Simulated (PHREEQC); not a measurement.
Dissolve 0.033 mol NaOH and 0.013 mol CO2 per kg of water at 25 °C. Closed to the air; pH follows from the charge balance.

Computed with PHREEQC (ion-association model, wateq4f.dat).

Precipitation was switched off in this run.

Task: Estimate the pH, ionic strength.

Result: pH 11.78; ionic strength 0.0402 mol/kgw.

Task: In which forms is C present?

Result: CO3-2 77 %, NaCO3- 21 %, HCO3- 1.6 % of the C.
